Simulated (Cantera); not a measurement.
What does this Cantera script print?

```python
import numpy as np
import cantera as ct

gas_names = """
    B BH BH2 BH3 BN BO BO2 B2 B2O B2O2 B2O3 B3O3H3 H HBO HBO2 HNO HNO2 HNO3 HO2 H2 H2O H2O2 H3B3O6 N NH
    NH2 NH3 NH2OH NO NO2 NO3 N2 N2H2 N2H4 N2O O OH O2 O3
""".split()
cond_names = """
    B(b) B(L) BN(s) B2O3(L) B3O3H3(cr) H2O(s) H2O(L)
""".split()


# ... load() reads the species with a 1 bar reference pressure and builds the phases ...
atoms = {
    'borazine': {'B': 3, 'N': 3, 'H': 6},
    'H2O': {'H': 2, 'O': 1},
    'H2': {'H': 2},
}
top_T = {'BN(s)': 3200}  # K; cautious upper limits of use, not melting points


# ... equilibrate(T, P, feed) seeds the gas with the atoms and calls Mixture.equilibrate('TP', solver="vcs", rtol=1e-11, max_steps=5000) ...
results = []
feed = {'borazine': 1, 'H2O': 4, 'H2': 1.5}  # mol
T = 2323.15  # K
P = 1000  # Pa
mix = equilibrate(T, P, feed)
results.append((T, P, feed, dict(zip(mix.species_names, mix.species_moles))))
print(gas.report(threshold=0.001))
for i in range(1, mix.n_phases):
    print(f"{mix.phase(i).name:16s} {mix.phase_moles(i):12.5e} mol")
```

It prints:

```
       temperature   2323.2 K
          pressure   1000 Pa
           density   0.000645 kg/m^3
  mean mol. weight   12.459 kg/kmol
   phase of matter   gas

                          1 kg             1 kmol
                     ---------------   ---------------
          enthalpy        2.2114e+06        2.7551e+07  J
   internal energy        6.6102e+05        8.2355e+06  J
           entropy             22243        2.7712e+05  J/K
    Gibbs function       -4.9463e+07       -6.1624e+08  J
 heat capacity c_p              3206             39943  J/K
 heat capacity c_v            2538.6             31628  J/K

                      mass frac. Y      mole frac. X     chem. pot. / RT
                     ---------------   ---------------   ---------------
                BO           0.15769          0.073283           -36.212
               BO2         0.0037149         0.0010812           -61.349
              B2O2          0.028843         0.0067019           -72.424
              B2O3           0.18869          0.033768           -97.561
                 H         0.0067688          0.083661           -12.551
               HBO           0.10462          0.046857           -48.763
              HBO2           0.13388          0.038066             -73.9
                H2          0.095358            0.5893           -25.102
               H2O          0.010093         0.0069798           -50.239
                N2           0.27008           0.12011           -34.181
     [  +29 minor]        0.00026072        0.00018786

B(b)              0.00000e+00 mol
BN(s)             0.00000e+00 mol
B2O3(L)           0.00000e+00 mol
```

These are equilibrium values from Cantera (NASA tables, ideal gas, pure condensed phases), not measurements of a reactor. The feed counts by its element totals alone.
